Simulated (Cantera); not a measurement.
Standard-state values (1 bar) from the NASA 1993 polynomials, evaluated with Cantera. Values are per mole of reaction as written; species without (g) are pure solids or liquids, kept so even where they would boil at 1 bar. TiC: taken at fixed stoichiometry.

4 TiO2 + N2O(g) → 2 NO(g) + Ti4O7, with ΔH° = 475.4 kJ and ΔS° = 199.1 J/K at 300 K.

Problem. How far is the shortcut ΔG° ≈ ΔH°(300 K) − T·ΔS°(300 K) from the full temperature-dependent value at 2098, 2123, 2148, 2173, 2198, 2223, 2248, 2273, 2298, 2323, 2348 K?

Solution. 
```json
[
 {"T (K)": "2098", "shortcut (kJ)": "57.8", "full (kJ)": "24.2", "difference (kJ)": "33.6", "difference in log10 K": "-0.84", "condensed phases": "TiO2(rutile), Ti4O7(l)"},
 {"T (K)": "2123", "shortcut (kJ)": "52.8", "full (kJ)": "15.8", "difference (kJ)": "37.0", "difference in log10 K": "-0.91", "condensed phases": "TiO2(rutile), Ti4O7(l)"},
 {"T (K)": "2148", "shortcut (kJ)": "47.8", "full (kJ)": "9.7", "difference (kJ)": "38.1", "difference in log10 K": "-0.93", "condensed phases": "TiO2(l), Ti4O7(l)"},
 {"T (K)": "2173", "shortcut (kJ)": "42.8", "full (kJ)": "4.4", "difference (kJ)": "38.4", "difference in log10 K": "-0.92", "condensed phases": "TiO2(l), Ti4O7(l)"},
 {"T (K)": "2198", "shortcut (kJ)": "37.8", "full (kJ)": "-0.8", "difference (kJ)": "38.7", "difference in log10 K": "-0.92", "condensed phases": "TiO2(l), Ti4O7(l)"},
 {"T (K)": "2223", "shortcut (kJ)": "32.9", "full (kJ)": "-6.0", "difference (kJ)": "38.9", "difference in log10 K": "-0.91", "condensed phases": "TiO2(l), Ti4O7(l)"},
 {"T (K)": "2248", "shortcut (kJ)": "27.9", "full (kJ)": "-11.3", "difference (kJ)": "39.1", "difference in log10 K": "-0.91", "condensed phases": "TiO2(l), Ti4O7(l)"},
 {"T (K)": "2273", "shortcut (kJ)": "22.9", "full (kJ)": "-16.5", "difference (kJ)": "39.4", "difference in log10 K": "-0.90", "condensed phases": "TiO2(l), Ti4O7(l)"},
 {"T (K)": "2298", "shortcut (kJ)": "17.9", "full (kJ)": "-21.7", "difference (kJ)": "39.6", "difference in log10 K": "-0.90", "condensed phases": "TiO2(l), Ti4O7(l)"},
 {"T (K)": "2323", "shortcut (kJ)": "13.0", "full (kJ)": "-26.9", "difference (kJ)": "39.8", "difference in log10 K": "-0.90", "condensed phases": "TiO2(l), Ti4O7(l)"},
 {"T (K)": "2348", "shortcut (kJ)": "8.0", "full (kJ)": "-32.1", "difference (kJ)": "40.1", "difference in log10 K": "-0.89", "condensed phases": "TiO2(l), Ti4O7(l)"}
]
```
The shortcut ignores heat capacities and the phase changes listed.
